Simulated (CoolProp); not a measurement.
Properties of toluene along the isotherm 620 K.

The numbers come from the reference Helmholtz-energy equation of state, Lemmon 2006 in CoolProp. It is a short technical equation, of lower accuracy than the large ones.

```csv
p (MPa),phase,Z,cp (kJ/(kg K)),Joule-Thomson coefficient (K/MPa),isothermal compressibility (1/MPa),conductivity (mW/(m K)),Prandtl number
1.29,gas,0.8958,2.265,7.455,0.8710,43.9,0.742
2.58,gas,0.7761,2.427,8.921,0.5176,45.4,0.800
3.87,gas,0.6303,2.838,11.11,0.4623,50.2,0.925
5.16,supercritical,0.4243,4.928,13.57,0.6800,67.0,1.62
6.45,supercritical,0.2934,3.934,4.577,0.1596,76.9,2.20
7.74,supercritical,0.3109,3.255,2.206,0.06201,78.5,2.19
9.03,supercritical,0.3409,3.040,1.416,0.03803,80.1,2.25
10.3,supercritical,0.3732,2.930,1.017,0.02752,81.4,2.31
```

The peak of cp marks the crossing from liquid-like to gas-like fluid above the critical point.

Viscosity comes from a separate model (Avgeri 2015). Thermal conductivity comes from a separate model (Assael 2012).
